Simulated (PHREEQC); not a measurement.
**Metal-bearing waste water**

Solution (74 °C): 0.0021 mol/kgw Pb(NO3)2, 0.00028 mol/kgw ZnCl2 and 0.00097 mol/kgw H2SO4. It is in equilibrium with CO2 at log p = -2 (atm). Otherwise closed; pH follows from the charge balance.

Equilibrium calculation in PHREEQC: ion-association model, phreeqc.dat.

No solid was allowed to form.

Q: What pH does the model give?

A: pH 2.80.

Q: In which forms is Pb present?

A: Pb+2 83 %, PbSO4 11 %, PbNO3+ 3.3 %, PbCl+ 3.0 % of the Pb.

Saturation is exceeded, for instance for Anglesite; the values hold only as long as no solid forms. Complexes and solids missing from the database can't appear. Constants without temperature data keep their 25 °C values here.
